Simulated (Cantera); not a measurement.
Mixture: H₂ : O₂ : N₂ = 1 : 0.909 : 2.55 (molar parts), at 9.87 atm, adiabatic and at constant volume. Ignition delay is the time to a rise of 400 K.

Computed with Cantera and GRI-Mech 3.0 (53 species, 325 reactions). The hydrogen kinetics of GRI-Mech 3.0 are dated; newer H2 mechanisms differ, most at raised pressure. Where the delays flatten at high temperature, the 400 K rule measures the pace of heat release, not the induction time.

Q: Predict: delay at 975 K; delay at 1175 K; delay at 1375 K; delay at 1575 K; delay at 1775 K.

A: 
```json
{
  "delay at 975 K": "17.4 ms",
  "delay at 1175 K": "0.139 ms",
  "delay at 1375 K": "2.28 µs",
  "delay at 1575 K": "0.956 µs",
  "delay at 1775 K": "0.585 µs"
}
```
